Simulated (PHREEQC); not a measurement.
Make-up at 90 °C: 0.0073 mol/kgw CuSO4, 4e-05 mol/kgw HCl and 0.003 mol/kgw H3BO3. Closed to the air; pH follows from the charge balance.

Equilibrium calculation in PHREEQC: ion-association model, wateq4f.dat.

Each row changes one thing in this solution. No solid was allowed to form.

```csv
case,pH,ionic strength (mol/kgw),SO4-2 (mol/kgw),Cu+2 (mol/kgw),CuSO4 (mol/kgw),HSO4- (mol/kgw),SI of Tenorite (CuO),SI of Cu(OH)2 (Cu(OH)2)
as made,4.30,0.0202,0.00502,0.00500,0.00219,8.44e-5,+0.42,-0.60
H3BO3 from 0.003 to 0.0006 mol/kgw,4.30,0.0202,0.00502,0.00500,0.00219,8.43e-5,+0.42,-0.60
0.002 mol/kgw Ni(NO3)2 added,4.28,0.0251,0.00473,0.00525,0.00195,7.93e-5,+0.39,-0.63
CuSO4 from 0.0073 to 0.0365 mol/kgw,4.09,0.0818,0.0203,0.0202,0.0158,0.000400,+0.45,-0.57
diluted 10-fold with water,4.76,0.00261,0.000651,0.000637,7.40e-5,4.94e-6,+0.60,-0.42
```

Complexes and solids missing from the database can't appear. Some of these states are supersaturated (in Tenorite (slow to form), for instance). At this temperature some constants are extrapolated from 25 °C, and those without enthalpy data are left unchanged.
